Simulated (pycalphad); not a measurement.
All values are pycalphad results on the COST 507 light-alloy database (1999) (1 atm), not direct measurements. These are 1990s assessments: newer ones move some temperatures and phases. Diffusion is slow at the low end, where real alloys seldom reach equilibrium.

Molar enthalpy of Ti-0.5241Si (wt.%) in equilibrium (SER reference):

```csv
T (K),H (kJ/mol),phases
2600,98.80,liquid
2500,94.19,liquid
2400,89.58,liquid
2300,84.97,liquid
2200,80.35,liquid
2100,75.74,liquid
2000,71.13,liquid
1900,56.72,bcc + liquid
1800,49.02,bcc
1700,45.53,bcc
1600,42.17,bcc
1500,38.93,bcc
1400,35.79,bcc
1300,32.74,bcc
1200,29.75,bcc
1100,22.19,hcp + SITI3
1000,18.86,hcp + SITI3
900,15.62,hcp + SITI3
800,12.48,hcp + SITI3
700,9.43,hcp + SITI3
600,6.47,hcp + SITI3
500,3.62,hcp + SITI3
```

Cooling from 2000 K to 1800 K, across the freezing range, releases 22.1 kJ/mol, or 464 J/g. The slope is 46 J/(mol K) in the liquid and 35 J/(mol K) just below the solidus, where it includes any heat of precipitation. Liquidus 1925 K, solidus 1823 K. Changes were sought between steps of 100 K, so a narrower field can be missed.

Database names, with the compositions (at.%) that they take in these runs: SITI3: Ti 75 Si 25.
